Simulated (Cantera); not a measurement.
A freely propagating, adiabatic, planar premixed flame of H2 : O2 : N2 = 1 : 0.633 : 2.38 (molar parts), equivalence ratio 0.79, unburnt at 425 K and 338 Torr; mixture-averaged transport, grid criteria slope 0.08 and curve 0.16, no radiation.

Detailed kinetics in Cantera: the H2/O2 subset of GRI-Mech 3.0, which has no nitrogen chemistry. Burning velocities carry a grid error of a few per cent, more on coarse grids.

Q: How do the results move with these cheaper or finer settings: unity-Lewis-number transport; multicomponent transport; multicomponent+Soret transport; grid criteria slope 0.5, curve 1; grid criteria slope 0.25, curve 0.5; grid criteria slope 0.03, curve 0.06?

A: 
| setting | laminar burning velocity | thermal thickness | peak x(H2O2) | peak x(O) | grid points |
|---|---|---|---|---|---|
| as above | 308 cm/s | 1.11 mm | 3.62e-5 | 0.0131 | 114 |
| unity-Lewis-number transport | 218 cm/s | 0.832 mm | 1.16e-5 | 0.0142 | 108 |
| multicomponent transport | 303 cm/s | 1.11 mm | 3.70e-5 | 0.0131 | 114 |
| multicomponent+Soret transport | 281 cm/s | 1.09 mm | 3.73e-5 | 0.0128 | 114 |
| grid criteria slope 0.5, curve 1 | 362 cm/s | 1.41 mm | 2.44e-5 | 0.0137 | 35 |
| grid criteria slope 0.25, curve 0.5 | 322 cm/s | 1.21 mm | 3.22e-5 | 0.0130 | 53 |
| grid criteria slope 0.03, curve 0.06 | 305 cm/s | 1.10 mm | 3.73e-5 | 0.0131 | 272 |
Unity Lewis numbers drop preferential diffusion, which matters most where H2 and H carry the flame; Soret adds thermal diffusion.
